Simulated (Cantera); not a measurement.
A closed system holds: 1 mol LiOH, 0.73 mol H₂, held at 5.80 bar.

Method: chemical equilibrium by Gibbs-energy minimisation in Cantera with the NASA 1993 tables (ideal gas, pure condensed phases). Candidate condensed phases: H₂O, Li, LiH, LiOH, Li₂O; 17 gas species. Mutual solubility and eutectic melting of coexisting phases are not modelled. Equilibrium is a limit: real reactors are often held back by kinetics, nucleation or transport. All values below are at 1525 K.

Base state: H₂ 0.700, H₂O 0.291, LiOH 0.00868, Li₂(OH)₂ 0.000397, Li 1.42e-5 (mole fractions); condensed: LiOH(l) + Li₂O(s).

Q: What changes in the equilibrium state with this change: LiOH replaced by CsOH?

A: 
```json
[
 {"species": "CsOH", "before": "0", "after": "0.474"},
 {"species": "H₂", "before": "0.700", "after": "0.372"},
 {"species": "H₂O", "before": "0.291", "after": "0.0741"},
 {"species": "Cs", "before": "0", "after": "0.0736"},
 {"species": "LiOH", "before": "0.00868", "after": "0"},
 {"species": "Cs₂(OH)₂", "before": "0", "after": "0.00579"},
 {"species": "Li₂(OH)₂", "before": "0.000397", "after": "0"},
 {"species": "Cs₂", "before": "0", "after": "0.000257"},
 {"species": "Li", "before": "1.42e-5", "after": "0"},
 {"species": "LiOH(l), mol", "before": "0.383", "after": "0"},
 {"species": "Li₂O(s), mol", "before": "0.304", "after": "0"}
]
```
Further candidate phases: Cs, CsOH.
